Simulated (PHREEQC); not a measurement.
# Ultrapure water in contact with air or piping: an equilibrium model

Model water analysis in mg/L, 20 °C, pH 6.45, pe 8.7:

```tsv
constituent	mg/L
Na	0.00659
K	0.0112
Ca	0.0422
Mg	0.00222
Cl	0.0619
S(6) as SO4	0.00976
Alkalinity as HCO3	0.0541
Ba	0.00903
```

Valence states are taken as typed.

Model: ion-association model, wateq4f.dat, run in PHREEQC.

This is a speciation only: nothing precipitates in the calculation.

Question: Predict the charge-balance error.

Answer: charge-balance error 2.4 %.

Question: In which forms is C present?

Answer: HCO3- 54 %, CO2 46 % of the C.
